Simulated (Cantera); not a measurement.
Cantera run:

```python
import numpy as np
import cantera as ct

gas_names = [...]  # 123 gases of nasa_gas.yaml made of C, H, O, Si
cond_names = """
    C(gr) C6H6(L) C7H8(L) C8H18(L),n-octa H2O(s) H2O(L) Si(cr) Si(L) SiC(b) SiO2(Lqz) SiO2(hqz) SiO2(L)
""".split()


# ... load() reads the species with a 1 bar reference pressure and builds the phases ...
atoms = {
    'HMDSO': {'Si': 2, 'C': 6, 'H': 18, 'O': 1},
    'CO2': {'C': 1, 'O': 2},
    'H2': {'H': 2},
}
top_T = {'C(gr)': 4500, 'SiC(b)': 3050}  # K; cautious upper limits of use, not melting points


# ... equilibrate(T, P, feed) seeds the gas with the atoms and calls Mixture.equilibrate('TP', solver="vcs", rtol=1e-11, max_steps=5000) ...
results = []
feed = {'HMDSO': 1, 'CO2': 4.5, 'H2': 9.7}  # mol
P = 1333.22  # Pa
for T in [625, 650, 675, 700, 725, 750, 775]:
    mix = equilibrate(T, P, feed)
    results.append((T, P, feed, dict(zip(mix.species_names, mix.species_moles))))
    x = sorted(zip(gas.X, gas.species_names), reverse=True)
    print(f"T = {T:g} K  P = {P:g} Pa  gas = {mix.phase_moles(0):.4g} mol")
    print("   x: " + "  ".join(f"{s} {v:.3e}" for v, s in x if v > 1e-06))
    print("   condensed (mol): " + ("  ".join(f"{mix.phase(i).name} {mix.phase_moles(i):.4g}"
          for i in range(1, mix.n_phases) if mix.phase_moles(i) > 1e-12) or "none"))
```

It prints:

```
T = 625 K  P = 1333.22 Pa  gas = 16.74 mol
   x: H2 5.194e-01  H2O 2.495e-01  CH4 1.740e-01  CO2 5.182e-02  CO 5.206e-03
   condensed (mol): C(gr) 6.632  SiO2(Lqz) 2
T = 650 K  P = 1333.22 Pa  gas = 17.73 mol
   x: H2 5.962e-01  H2O 2.121e-01  CH4 1.233e-01  CO2 5.796e-02  CO 1.046e-02
   condensed (mol): C(gr) 7.102  SiO2(Lqz) 2
T = 675 K  P = 1333.22 Pa  gas = 18.68 mol
   x: H2 6.577e-01  H2O 1.753e-01  CH4 8.416e-02  CO2 6.313e-02  CO 1.976e-02
   condensed (mol): C(gr) 7.38  SiO2(Lqz) 2
T = 700 K  P = 1333.22 Pa  gas = 19.57 mol
   x: H2 7.031e-01  H2O 1.403e-01  CO2 6.566e-02  CH4 5.605e-02  CO 3.495e-02
   condensed (mol): C(gr) 7.434  SiO2(Lqz) 2
T = 725 K  P = 1333.22 Pa  gas = 20.43 mol
   x: H2 7.335e-01  H2O 1.082e-01  CO2 6.395e-02  CO 5.757e-02  CH4 3.681e-02
   condensed (mol): C(gr) 7.265  SiO2(Lqz) 2
T = 750 K  P = 1333.22 Pa  gas = 21.27 mol
   x: H2 7.511e-01  CO 8.778e-02  H2O 7.994e-02  CO2 5.717e-02  CH4 2.402e-02
   condensed (mol): C(gr) 6.906  SiO2(Lqz) 2
T = 775 K  P = 1333.22 Pa  gas = 22.09 mol
   x: H2 7.588e-01  CO 1.232e-01  H2O 5.625e-02  CO2 4.609e-02  CH4 1.570e-02
   condensed (mol): C(gr) 6.414  SiO2(Lqz) 2
```

These are equilibrium values from Cantera (NASA tables, ideal gas, pure condensed phases), not measurements of a reactor. The feed counts by its element totals alone.
